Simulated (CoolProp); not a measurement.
A single-stage vapour-compression cycle with R142b: evaporating at 270.15 K (dew point), condensing at 328.15 K (bubble point), superheat 5 K, subcooling 0 K, compressor efficiency 0.65, no pressure losses. Each further row changes one setting.

Computed with CoolProp (reference Helmholtz-energy equation of state, Lemmon 2006). It is a short technical equation, of lower accuracy than the large ones.

```json
[
 {"case": "as stated", "cooling COP": "2.32", "pressure ratio": "6.00", "discharge temperature (K)": "357.9", "refrigerating effect (kJ/kg)": "147", "volumetric capacity (kJ/m³)": "874"},
 {"case": "evaporating temperature 275.15 K", "cooling COP": "2.65", "pressure ratio": "4.97", "discharge temperature (K)": "354.8", "refrigerating effect (kJ/kg)": "151", "volumetric capacity (kJ/m³)": "1070"},
 {"case": "condensing temperature 323.15 K", "cooling COP": "2.62", "pressure ratio": "5.29", "discharge temperature (K)": "351.8", "refrigerating effect (kJ/kg)": "154", "volumetric capacity (kJ/m³)": "915"},
 {"case": "subcooling 5 K", "cooling COP": "2.43", "pressure ratio": "6.00", "discharge temperature (K)": "357.9", "refrigerating effect (kJ/kg)": "154", "volumetric capacity (kJ/m³)": "915"},
 {"case": "superheat 15 K", "cooling COP": "2.35", "pressure ratio": "6.00", "discharge temperature (K)": "368.8", "refrigerating effect (kJ/kg)": "156", "volumetric capacity (kJ/m³)": "886"},
 {"case": "compressor efficiency 0.55", "cooling COP": "1.96", "pressure ratio": "6.00", "discharge temperature (K)": "369.1", "refrigerating effect (kJ/kg)": "147", "volumetric capacity (kJ/m³)": "874"}
]
```
